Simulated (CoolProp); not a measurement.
Computed with CoolProp (reference Helmholtz-energy equation of state, Bücker 2006).

Question: Give the vapour pressure (MPa), liquid density (kg/m³), liquid cp (kJ/(kg K)), liquid conductivity (mW/(m K)) of saturated isobutane at 287 K.

Answer: 
```json
[
 {"T (K)": "287", "p (MPa)": "0.250", "liquid density (kg/m³)": "564", "liquid cp (kJ/(kg K))": "2.36", "liquid conductivity (mW/(m K))": "93.3"}
]
```

Thermal conductivity comes from a separate model (Perkins 2002).
